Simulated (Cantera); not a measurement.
A perfectly stirred reactor is fed with C2H6 : N2 = 1 : 13 (molar parts), at 0.0570 bar; it is held at 1950 K, and followed from long to short residence time.

Cantera simulation using GRI-Mech 3.0 (53 species, 325 reactions); the numbers are that mechanism's predictions, not measurements. GRI-Mech 3.0 stops at C3 and has no aromatics, soot or wall deposition, so with more carbon than oxygen in the feed, carbon stays in small species such as C2H2 where larger ones or solid carbon would form.

Q: Predict: x(C2H6) at τ = 0.360 s; x(C2H2) at τ = 0.360 s; x(CH2) at τ = 0.360 s; x(C2H) at τ = 0.360 s; x(H2) at τ = 0.360 s; x(C2H6) at τ = 26.0 ms; x(C2H2) at τ = 26.0 ms; x(CH2) at τ = 26.0 ms; x(C2H) at τ = 26.0 ms; x(H2) at τ = 26.0 ms.

A: 
- x(C2H6) at τ = 0.360 s = 4.93e-6
- x(C2H2) at τ = 0.360 s = 0.0608
- x(CH2) at τ = 0.360 s = 7.48e-6
- x(C2H) at τ = 0.360 s = 1.28e-5
- x(H2) at τ = 0.360 s = 0.121
- x(C2H6) at τ = 26.0 ms = 6.64e-5
- x(C2H2) at τ = 26.0 ms = 0.0583
- x(CH2) at τ = 26.0 ms = 2.52e-5
- x(C2H) at τ = 26.0 ms = 1.40e-5
- x(H2) at τ = 26.0 ms = 0.113
